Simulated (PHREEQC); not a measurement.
Solution (75 °C and 500 atm): 0.44 mol MgSO4, 0.18 mol K2SO4 and 0.9 mol MgCl2 per kg of water. Closed to the air; pH follows from the charge balance.

Model: Pitzer model, pitzer.dat, run in PHREEQC.

Q: The ionic strength comes out as 5.00 mol/kgw. What activity coefficients do HSO4-, K+, H+, Mg+2, SO4-2 get?

A: HSO4- 0.76, K+ 0.59, H+ 1.1, Mg+2 0.22, SO4-2 0.013. Single-ion values are on the MacInnes scale.

This is a speciation only: nothing precipitates in the calculation. Under pressure, the constants of complexes without a molar volume in the database are unreliable. At this temperature some constants are extrapolated from 25 °C, and those without enthalpy data are left unchanged.
